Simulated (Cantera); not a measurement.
Tantalum, niobium, vanadium and zirconium in process gases: Nb + O₂ + H₂

Charge: 1 mol Nb, 0.63 mol O₂, 43 mol H₂, equilibrated at 5.80 mbar.

Equilibrium computed with Cantera from the NASA thermochemical tables; the gas is ideal and each condensed phase is pure. Candidate condensed phases: H₂O, Nb, NbO, NbO₂, Nb₂O₅; 12 gas species. Mutual solubility and eutectic melting of coexisting phases are not modelled. NbO: taken at fixed stoichiometry. Condensed phases not in the tables: N, O or C dissolved in the metal. Rates play no part.

From 1852 °C to 1902 °C the condensed part is NbO(s). From 1952 °C to 2052 °C the condensed part is Nb(s) + NbO(l). From 2102 °C to 2152 °C the condensed part is Nb(s). The main Nb-bearing gas is NbO₂ throughout. The share of Nb in condensed phases is highest at 1852 °C (93.0 %) and lowest at 2152 °C (30.2 %).

```tsv
T (°C)	x H₂	x H	x NbO₂	x NbO	x H₂O	x OH	n NbO(s)	n Nb(s)	n NbO(l)
1852	0.947	0.0464	0.00137	0.000217	0.00450	2.74e-5	0.930	0	0
1902	0.932	0.0619	0.00206	0.000466	0.00375	3.35e-5	0.888	0	0
1952	0.911	0.0812	0.00324	0.000935	0.00344	4.44e-5	0	0.0430	0.769
2002	0.884	0.105	0.00536	0.00169	0.00363	6.70e-5	0	0.155	0.523
2052	0.851	0.133	0.00867	0.00298	0.00378	9.87e-5	0	0.326	0.130
2102	0.816	0.167	0.00942	0.00424	0.00324	0.000118	0	0.349	0
2152	0.776	0.207	0.00880	0.00552	0.00257	0.000130	0	0.302	0
```
x: gas mole fraction; n: condensed amount in mol.
